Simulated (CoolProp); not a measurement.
A simple Rankine cycle with R245fa: condensing at 326.15 K, boiler at 1.58 MPa, turbine inlet 423.4 K, turbine efficiency 0.65, pump efficiency 0.6, no recuperator. Each further row changes one setting.

Model: reference Helmholtz-energy equation of state, Akasaka 2015, in CoolProp.

```
case                             thermal efficiency (%)  net work (kJ/kg)  heat in (kJ/kg)  turbine exit temperature (K)  volume ratio over the turbine
-------------------------------  ----------------------  ----------------  ---------------  ----------------------------  -----------------------------
as stated                                           7.4              19.2              260                         391.4                     (withheld)
condensing temperature 318.15 K                     8.4        (withheld)       (withheld)                         387.0                           5.68
boiler pressure 1.11 MPa                            5.8              15.4              266                         401.1                           3.01
turbine efficiency 0.55                             6.2        (withheld)              260                    (withheld)                           4.49
```

**Question.** Complete the blanks.

**Answer.** 
- as stated, volume ratio over the turbine: 4.44
- condensing temperature 318.15 K, net work (kJ/kg): 22.7
- condensing temperature 318.15 K, heat in (kJ/kg): 271
- turbine efficiency 0.55, net work (kJ/kg): 16.0
- turbine efficiency 0.55, turbine exit temperature (K): 394.4
